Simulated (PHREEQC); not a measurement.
Make-up at 25 °C: 0.0021 mol NaHSO4, 0.00042 mol KHSO4 and 0.2 mol Na2S per kg of water. It is in equilibrium with CO2 at log p = -1 (atm). Otherwise closed; pH follows from the charge balance.

Computed with PHREEQC (ion-association model, wateq4f.dat).

Precipitation was switched off in this run.

Predict the pH.

pH 7.93.

In which forms is Na present?

Na+ 94 %, NaHCO3 4.4 %, NaCO3- 0.9 % of the Na.

The polysulfide entries of wateq4f.dat were taken out for this run.
